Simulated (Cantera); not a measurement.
Premixed flame

A freely propagating, adiabatic, planar premixed flame of H2 : O2 : N2 = 1 : 0.333 : 1.23 (molar parts), equivalence ratio 1.5, unburnt at 525 K and 100000 Pa; multicomponent+Soret transport, grid criteria slope 0.08 and curve 0.16, no radiation.

Computed with Cantera and the H2/O2 subset of GRI-Mech 3.0, which has no nitrogen chemistry. Burning velocities carry a grid error of a few per cent, more on coarse grids.

| z (mm) | T (K) | u (m/s) | x H2 | x O2 | x HO2 | x H2O | x H2O2 | x OH |
|---|---|---|---|---|---|---|---|---|
| -1.26 | 525 | 6.80 | 0.390 | 0.130 | <1e-8 | <1e-8 | <1e-8 | <1e-8 |
| -0.838 | 525 | 6.80 | 0.390 | 0.130 | <1e-8 | <1e-8 | <1e-8 | <1e-8 |
| -0.629 | 525 | 6.80 | 0.390 | 0.130 | <1e-8 | <1e-8 | <1e-8 | <1e-8 |
| -0.419 | 525 | 6.80 | 0.390 | 0.130 | 2.16e-7 | 9.18e-8 | <1e-8 | <1e-8 |
| -0.210 | 541 | 6.92 | 0.380 | 0.132 | 0.000241 | 0.000631 | 4.82e-6 | 5.12e-5 |
| -0.105 | 782 | 9.67 | 0.340 | 0.126 | 0.000205 | 0.0214 | 2.15e-5 | 0.000852 |
| 0 | 1237 | 14.9 | 0.233 | 0.0822 | 7.78e-5 | 0.114 | 3.53e-6 | 0.00315 |
| 0.105 | 1542 | 18.5 | 0.138 | 0.0241 | 2.15e-5 | 0.221 | 1.96e-6 | 0.00743 |
| 0.210 | 1678 | 20.0 | 0.119 | 0.00861 | 7.29e-6 | 0.251 | 1.26e-6 | 0.00938 |
| 0.419 | 1816 | 21.5 | 0.121 | 0.00485 | 3.77e-6 | 0.260 | 7.19e-7 | 0.0107 |
| 0.838 | 1959 | 22.9 | 0.127 | 0.00339 | 2.43e-6 | 0.266 | 3.82e-7 | 0.0111 |
| 1.68 | 2099 | 24.3 | 0.132 | 0.00210 | 1.46e-6 | 0.274 | 2.04e-7 | 0.0103 |
| 3.35 | 2218 | 25.5 | 0.137 | 0.00112 | 8.12e-7 | 0.282 | 1.14e-7 | 0.00857 |
x: mole fraction of selected species; z is measured from the peak of heat release.

* **laminar burning velocity**: 680 cm/s
* **thermal thickness**: 0.419 mm
* **peak x(HO2)**: 0.000344
* **peak x(H2O2)**: 2.34e-5
* **peak x(OH)**: 0.0111
* **grid points**: 139
